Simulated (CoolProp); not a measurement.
Saturation properties of vinyl chloride.

The numbers come from the reference Helmholtz-energy equation of state, Thol 2022 in CoolProp.

| T (°C) | p (MPa) | liquid density (kg/m³) | vapour density (kg/m³) |
|---|---|---|---|
| 19.35 | … | 909.9 | 9.163 |
| 28.35 | … | 892.9 | … |
| 37.35 | 0.5620 | 875.5 | 15.07 |
| 46.35 | 0.7132 | 857.6 | 18.96 |
| 55.45 | 0.8947 | 838.8 | 23.65 |
| 64.45 | 1.106 | 819.5 | … |
| 73.45 | 1.351 | 799.3 | 35.76 |
| 82.45 | 1.634 | 777.9 | 43.58 |
| 91.55 | 1.963 | 754.8 | 53.04 |
| 100.55 | 2.334 | 730.0 | 64.35 |
| 109.55 | 2.754 | 702.5 | 78.21 |
| 118.55 | 3.230 | 671.3 | 95.61 |

### Question
What belongs in the gaps?

### Answer

- 19.35, p (MPa): 0.3325
- 28.35, p (MPa): 0.4360
- 28.35, vapour density (kg/m³): 11.84
- 64.45, vapour density (kg/m³): 29.19

It boils at -13.9 °C under 1 atm.
